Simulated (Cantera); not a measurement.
Standard-state values (1 bar) from the NASA 1993 polynomials, evaluated with Cantera. Values are per mole of reaction as written; species without (g) are pure solids or liquids, kept so even where they would boil at 1 bar.

Problem. Between 748 and 2748 K, where is each reaction favourable under standard conditions?
- 2 Ti + O₂(g) = 2 TiO(g)
- 1.333 Ti + O₂(g) = 0.6667 Ti₂O₃
- Zr + O₂(g) = ZrO₂(g)

Solution. 
- 2 Ti + O₂(g) = 2 TiO(g): ΔG° is -37 kJ at 748 K and -342 kJ at 2748 K; it stays negative (K > 1). ΔH° is -11 kJ and ΔS° 120 J/K at 2748 K.
- 1.333 Ti + O₂(g) = 0.6667 Ti₂O₃: ΔG° is -872 kJ at 748 K and -549 kJ at 2748 K; it stays negative (K > 1). ΔH° is -936 kJ and ΔS° -141 J/K at 2748 K.
- Zr + O₂(g) = ZrO₂(g): ΔG° is -307 kJ at 748 K and -327 kJ at 2748 K; it stays negative (K > 1). ΔH° is -342 kJ and ΔS° -6 J/K at 2748 K.
